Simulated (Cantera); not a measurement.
Feed: 1 mol SiC, 0.42 mol CO2, 7.1 mol N2, 0.45 mol N2O, at 0.210 Pa.

Method: chemical equilibrium by Gibbs-energy minimisation in Cantera with the NASA 1993 tables (ideal gas, pure condensed phases). Candidate condensed phases: C, Si, SiC, SiO2, Si2N2O, Si3N4; 34 gas species. Mutual solubility and eutectic melting of coexisting phases are not modelled. Kinetics and transport are ignored.

Question: At 1323 K, list the 3 most abundant gas species with their mole fractions, and the condensed phases.

Answer: N2 0.865, CO 0.108, SiO 0.0269. Condensed: SiC(s) + Si2N2O(s).
